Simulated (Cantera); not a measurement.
Feed: 1 mol CsOH, 2.5 mol H2, at 1027 °C and 18.0 mbar.

Method: chemical equilibrium by Gibbs-energy minimisation in Cantera with the NASA 1993 tables (ideal gas, pure condensed phases). Candidate condensed phases: Cs, CsOH, H2O; 15 gas species. Rates play no part.

Base state: H2 0.616, CsOH 0.155, H2O 0.114, Cs 0.114, Cs2(OH)2 2.03e-5 (mole fractions); condensed: gas only.

Task: What changes in the equilibrium state with this change: temperature from 1027 °C to 1400 °C?

Result: 
```
species    before     after
--------  -------  --------
H2          0.616     0.556
Cs          0.114     0.184
H2O         0.114     0.184
CsOH        0.155    0.0752
OH        1.57e-8   1.01e-5
Cs2(OH)2  2.03e-5   1.36e-7
H         6.47e-6  0.000634
```
